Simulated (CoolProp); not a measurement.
The fluid at 293.15 K and 0.114 MPa is throttled through a valve to 0.0712 MPa with no heat exchange. The same conditions are run with several fluids, on thermodynamics alone (safety and materials aside).

The numbers come from the reference Helmholtz-energy equation of state of each fluid (R1336mzz(E): Akasaka 2023; dry air: Lemmon 2000; R227EA: Lemmon 2016; C3F8 (R218): Lemmon 2006; carbonyl sulfide: Lemmon 2006) in CoolProp. Blends and air are pseudo-pure fits.

Question: Rank R1336mzz(E), dry air, R227EA, C3F8 (R218), carbonyl sulfide by temperature change (K), highest first.

Answer: dry air (-0.1), C3F8 (R218) (-0.6), R227EA (-0.8), carbonyl sulfide (-0.9), R1336mzz(E) (-1.2)

```
fluid             final density (kg/m³)
----------------  ---------------------
R1336mzz(E)                        4.96
dry air                           0.847
R227EA                             5.09
C3F8 (R218)                        5.59
carbonyl sulfide                   1.78
```
